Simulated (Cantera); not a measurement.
Gas mixture: 100 % C2H2, at 2.25 Torr, frozen composition.

Cantera's kinetic-theory transport with the Lennard-Jones parameters of GRI-Mech 3.0, ideal gas; thermal conductivity in the mixture-averaged form. The composition is frozen, though it would react at the higher temperatures.

One state of this run: ρ (kg/m³) = 0.000939; cp (J/kg/K) = 2608; μ (µPa s) = 27.4; λ (mW/m/K) = 97.4; Pr = 0.734; D (cm²/s) N2 = 459; D (cm²/s) C2H2 = 0.000; D (cm²/s) OH = 680. D: mixture-averaged diffusion coefficient of that species in the mixture.

Task: Which value of T (K) does it belong to?
(A) 1200
(B) 1400
(C) 1000
(D) 600

Result: C, 1000
